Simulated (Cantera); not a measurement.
## Low-pressure radical oxidation in H2/O2

An isothermal, constant-pressure homogeneous reactor starts with H₂ : O₂ = 0.014 : 1 (molar parts), equivalence ratio 0.0070, at 1000 K and 20.0 Torr.

Computed with Cantera and the H2/O2 subset of GRI-Mech 3.0, which has no nitrogen chemistry. Radical loss at walls, strong at low pressure, is not modelled.

```csv
t (s),x H₂,x O₂,x HO₂,x OH,x H₂O
7.00e-6,0.0138,0.986,1.85e-12,<1e-12,<1e-12
2.69e-5,0.0138,0.986,7.15e-12,1.24e-12,<1e-12
0.000104,0.0138,0.986,2.78e-11,1.23e-11,2.79e-12
0.000399,0.0138,0.986,1.10e-10,8.99e-11,8.32e-11
0.00154,0.0138,0.986,5.47e-10,2.10e-9,4.60e-9
0.00592,0.0136,0.986,3.47e-6,7.23e-5,0.000179
0.0228,6.38e-5,0.983,3.78e-6,0.000291,0.0136
0.0877,6.05e-6,0.986,1.28e-6,9.36e-5,0.0138
0.337,4.74e-7,0.986,2.79e-7,2.81e-5,0.0139
1.30,3.72e-8,0.986,4.44e-8,8.89e-6,0.0139
5.00,4.08e-9,0.986,7.35e-9,3.30e-6,0.0139
```
x: mole fraction; the columns are a selection and need not sum to one.

Equilibrium at this temperature and pressure: H₂ 7.54e-12, O₂ 0.986, HO₂ 4.48e-10, OH 1.57e-7, H₂O 0.0139 (gas phase only).
